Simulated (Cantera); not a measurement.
A closed system holds: 1 mol SiH4, 40 mol N2, held at 2123 K.

Cantera equilibrium calculation (NASA polynomials, part measured and part estimated; ideal gas, pure solids and liquids). Candidate condensed phases: Si, Si3N4; 18 gas species. Kinetics and transport are ignored.

Task: What share of the Si ends up in condensed phases as a function of P (Pa), at 5, 26, 140, 710, 3700, 19000, 100000?

Result: 
| P (Pa) | Si condensed (%) | as |
|---|---|---|
| 5 | 0.0 | - |
| 26 | 0.0 | - |
| 140 | 0.0 | - |
| 710 | 0.0 | - |
| 3700 | 77.0 | Si(l) |
| 19000 | 94.8 | Si(l) |
| 100000 | 98.9 | Si3N4(s) |
